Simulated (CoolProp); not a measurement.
Saturation properties of vinyl chloride.

The numbers come from the reference Helmholtz-energy equation of state, Thol 2022 in CoolProp.

| T (°C) | p (kPa) | liquid density (kg/m³) | vapour density (kg/m³) | enthalpy of vaporisation (kJ/kg) |
|---|---|---|---|---|
| 33.15 | 500.2 | 883.7 | 13.49 | 314.7 |
| 38.15 | 574.3 | 873.9 | 15.39 | 309.9 |
| 43.25 | 658.1 | 863.8 | 17.54 | 304.9 |
| 48.35 | 750.5 | 853.5 | 19.92 | 299.7 |
| 53.35 | 850.1 | 843.2 | 22.50 | 294.5 |
| 58.45 | 961.4 | 832.5 | 25.39 | 288.9 |
| 63.55 | 1083 | 821.5 | 28.59 | 283.2 |
| 68.55 | 1213 | 810.4 | 32.04 | 277.3 |
| 73.65 | 1357 | 798.8 | 35.92 | 271.1 |
| 78.75 | 1513 | 786.9 | 40.20 | 264.6 |
| 83.75 | 1679 | 774.7 | 44.83 | 257.9 |

It boils at -13.9 °C under 1 atm.
